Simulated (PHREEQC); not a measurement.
Consider water at 20 °C with 0.0015 mol/kgw H2SeO4, 0.032 mol/kgw NaOH and 0.039 mol/kgw CaCl2. Closed to the air; pH follows from the charge balance.

The numbers come from PHREEQC with the ion-association model, wateq4f.dat.

**Question.** The ionic strength comes out as 0.138 mol/kgw. What activity coefficients do Cl-, CaOH+, SeO4-2, OH-, Na+ get?

**Answer.** Cl- 0.74, CaOH+ 0.78, SeO4-2 0.34, OH- 0.74, Na+ 0.77.

No solid was allowed to form. Complexes and solids missing from the database can't appear.
